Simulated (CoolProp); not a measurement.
Vapour-liquid equilibrium of R125 (1) + n-butane (2) at 7.07 bar; x and y are mole fractions of (1).

Model: multi-fluid Helmholtz-energy mixture model, Lemmon 2005 and Bücker 2006; pair parameters Bell 2016, in CoolProp.

```json
[
 {"x": "0.05", "bubble temperature (K)": "319.5", "y at the bubble point": "0.352", "dew temperature at overall composition x (K)": "335.1", "liquid density (mol/L)": "9.381"},
 {"x": "0.15", "bubble temperature (K)": "298.3", "y at the bubble point": "0.657", "dew temperature at overall composition x (K)": "330.3", "liquid density (mol/L)": "9.817"},
 {"x": "0.25", "bubble temperature (K)": "288.7", "y at the bubble point": "0.759", "dew temperature at overall composition x (K)": "325.2", "liquid density (mol/L)": "10.02"},
 {"x": "0.35", "bubble temperature (K)": "284.1", "y at the bubble point": "0.803", "dew temperature at overall composition x (K)": "319.6", "liquid density (mol/L)": "10.12"},
 {"x": "0.45", "bubble temperature (K)": "281.6", "y at the bubble point": "0.827", "dew temperature at overall composition x (K)": "313.6", "liquid density (mol/L)": "10.18"},
 {"x": "0.55", "bubble temperature (K)": "280.0", "y at the bubble point": "0.844", "dew temperature at overall composition x (K)": "306.7", "liquid density (mol/L)": "10.25"},
 {"x": "0.65", "bubble temperature (K)": "278.8", "y at the bubble point": "0.860", "dew temperature at overall composition x (K)": "298.9", "liquid density (mol/L)": "10.32"},
 {"x": "0.75", "bubble temperature (K)": "277.5", "y at the bubble point": "0.882", "dew temperature at overall composition x (K)": "289.6", "liquid density (mol/L)": "10.44"},
 {"x": "0.85", "bubble temperature (K)": "276.3", "y at the bubble point": "0.913", "dew temperature at overall composition x (K)": "279.5", "liquid density (mol/L)": "10.60"},
 {"x": "0.95", "bubble temperature (K)": "275.2", "y at the bubble point": "0.963", "dew temperature at overall composition x (K)": "275.4", "liquid density (mol/L)": "10.81"}
]
```

No azeotrope shows between x = 0.05 and 0.95.

Pair parameters are fitted to limited data, so mixtures are less certain than the pure fluids. With so large a gap from Raoult's law the liquid may split in two, which this calculation doesn't test in full.
